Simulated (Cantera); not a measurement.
Ignition delay

Mixture: 13.0 % CH₄, 14.4 % O₂, 54.4 % N₂, 18.2 % H₂O, at 1500 Torr, adiabatic and at constant volume. Ignition delay is the time to a rise of 400 K.

Detailed kinetics in Cantera: GRI-Mech 3.0 (53 species, 325 reactions).

| T0 (K) | delay (ms) |
|---|---|
| 1223 | 34.1 |
| 1323 | 10.1 |
| 1423 | 3.14 |
| 1523 | 1.02 |
| 1623 | 0.356 |
| 1723 | 0.141 |
| 1823 | 0.0634 |
| 1923 | 0.0324 |
| 2023 | 0.0184 |
| 2123 | 0.0113 |

```json
{
 "apparent activation energy between 1923 and 2123 K": "180 kJ/mol"
}
```
